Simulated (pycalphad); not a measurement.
Effect of Al content in Mg-Si-Al

CALPHAD calculation (pycalphad, COST 507 light-alloy database (1999)), 1 atm. These are 1990s assessments: newer ones move some temperatures and phases. Amounts are mole fractions of atoms.

```json
[
 {"alloy": "Mg-1.118Si-0.9192Al (wt.%)", "liquidus (K)": "910", "first solid": "HCP_A3", "solidus (K)": "896", "phases at 725 K": "HCP_A3 0.97, MG2SI 0.03"},
 {"alloy": "Mg-1.116Si-2.764Al (wt.%)", "liquidus (K)": "901", "first solid": "HCP_A3", "solidus (K)": "862", "phases at 725 K": "HCP_A3 0.97, MG2SI 0.03"},
 {"alloy": "Mg-1.115Si-3.678Al (wt.%)", "liquidus (K)": "___", "first solid": "HCP_A3", "solidus (K)": "___", "phases at 725 K": "HCP_A3 0.97, MG2SI 0.03"},
 {"alloy": "Mg-1.113Si-5.512Al (wt.%)", "liquidus (K)": "886", "first solid": "HCP_A3", "solidus (K)": "811", "phases at 725 K": "HCP_A3 0.97, MG2SI 0.03"},
 {"alloy": "Mg-1.111Si-7.329Al (wt.%)", "liquidus (K)": "877", "first solid": "HCP_A3", "solidus (K)": "780", "phases at 725 K": "HCP_A3 0.97, MG2SI 0.03"}
]
```

### Question
Fill in the missing entries.

### Answer

- Mg-1.115Si-3.678Al (wt.%), liquidus (K): 896
- Mg-1.115Si-3.678Al (wt.%), solidus (K): 845

Database names, with the compositions (at.%) that they take in these runs: MG2SI: Mg 67 Si 33. HCP_A3 is hcp.
